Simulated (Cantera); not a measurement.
Cantera run, input and output.

```python
import numpy as np
import cantera as ct

gas = ct.Solution("gri30.yaml")
gas.TPX = 1425, 79000, {'C2H6': 1, 'N2': 2}
inlet = ct.Reservoir(gas, clone=True)

reactor = ct.IdealGasConstPressureReactor(gas, energy="off", clone=False)
exhaust = ct.Reservoir(gas, clone=True)
tau = [4.7, 1.7, 0.64, 0.24, 0.087, 0.032, 0.012, 0.0043, 0.0016, 0.00059][0]
for a, b in ((inlet, reactor), (reactor, exhaust)):
    ct.MassFlowController(a, b, mdot=lambda t: reactor.mass / tau)
net = ct.ReactorNet([reactor])
show = ['C2H6', 'CH2', 'CH3', 'C2H', 'C2H4']

rows = []
print(f"{'tau/s':>10s}{'T/K':>9s}" + "".join(f"{s:>11s}" for s in show))
for tau in [4.7, 1.7, 0.64, 0.24, 0.087, 0.032, 0.012, 0.0043, 0.0016, 0.00059]:
    net.initial_time = 0.0
    net.advance(30 * tau)
    before = gas.X
    net.advance(40 * tau)
    drift = np.max(np.abs(gas.X - before) / (gas.X + 1e-9))
    rows.append([gas.T, *gas[show].X, drift])
    print(f"{tau:10.3e}{gas.T:9.1f}" + "".join(f"{x:11.3e}" for x in gas[show].X))
```

Output:

```
     tau/s      T/K       C2H6        CH2        CH3        C2H       C2H4
 4.700e+00   1425.0  2.129e-04  6.451e-10  3.994e-05  3.868e-09  2.279e-02
 1.700e+00   1425.0  3.680e-04  1.060e-09  4.974e-05  5.134e-09  2.456e-02
 6.400e-01   1425.0  6.517e-04  1.830e-09  6.315e-05  6.997e-09  2.737e-02
 2.400e-01   1425.0  1.204e-03  3.289e-09  8.263e-05  9.527e-09  3.188e-02
 8.700e-02   1425.0  2.385e-03  6.189e-09  1.133e-04  1.265e-08  3.985e-02
 3.200e-02   1425.0  4.941e-03  1.175e-08  1.609e-04  1.563e-08  5.367e-02
 1.200e-02   1425.0  1.064e-02  2.234e-08  2.348e-04  1.734e-08  7.552e-02
 4.300e-03   1425.0  2.486e-02  4.381e-08  3.584e-04  1.621e-08  1.049e-01
 1.600e-03   1425.0  5.710e-02  8.064e-08  5.404e-04  1.175e-08  1.253e-01
 5.900e-04   1425.0  1.224e-01  1.322e-07  7.753e-04  6.251e-09  1.154e-01
```

Cantera simulation using GRI-Mech 3.0 (53 species, 325 reactions); the numbers are that mechanism's predictions, not measurements. GRI-Mech 3.0 stops at C3 and has no aromatics, soot or wall deposition, so with more carbon than oxygen in the feed, carbon stays in small species such as C2H2 where larger ones or solid carbon would form.
